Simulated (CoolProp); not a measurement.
The numbers come from the reference Helmholtz-energy equation of state, Lemmon 2003 in CoolProp. It is a pseudo-pure fit of the blend.

For R507A, give the phase and the Z, isothermal compressibility (1/MPa), viscosity (µPa s), conductivity (mW/(m K)) at 185.35 °C and 9960 kPa; 206.05 °C and 9960 kPa; 226.85 °C and 9960 kPa.


- 185.35 °C and 9960 kPa: supercritical; Z 0.719, isothermal compressibility 0.117, viscosity 32.5, conductivity 37.9
- 206.05 °C and 9960 kPa: supercritical; Z 0.773, isothermal compressibility 0.114, viscosity 30.7, conductivity 37.9
- 226.85 °C and 9960 kPa: supercritical; Z 0.816, isothermal compressibility 0.111, viscosity 29.7, conductivity 38.3

Viscosity comes from a separate model (Geller 2000). Thermal conductivity comes from a separate model (Geller 2001).
